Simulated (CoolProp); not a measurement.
A closed Brayton cycle with carbon dioxide: compressor inlet 306.15 K and 9.8 MPa, high pressure 28.2 MPa, turbine inlet 995 K, compressor efficiency 0.89, turbine efficiency 0.9, recuperator effectiveness 0.9 (on enthalpy, no pinch check). Each further row changes one setting.

Model: reference Helmholtz-energy equation of state, Span 1996, in CoolProp.

```csv
case,thermal efficiency (%),net work (kJ/kg),compressor to turbine work,compressor exit (K),turbine exit (K)
as stated,40.9,144,0.15,332.2,852.3
turbine inlet 945 K,39.9,[?],0.16,332.2,807.0
compressor inlet 316.15 K,39.7,137,[?],361.8,852.3
high pressure 24 MPa,39.0,125,0.14,327.3,873.3
recuperator effectiveness 0.5,[?],144,0.15,332.2,852.3
```

Problem. Fill in the missing entries.

Solution. 
- turbine inlet 945 K, net work (kJ/kg): 135
- compressor inlet 316.15 K, compressor to turbine work: 0.19
- recuperator effectiveness 0.5, thermal efficiency (%): 23.5
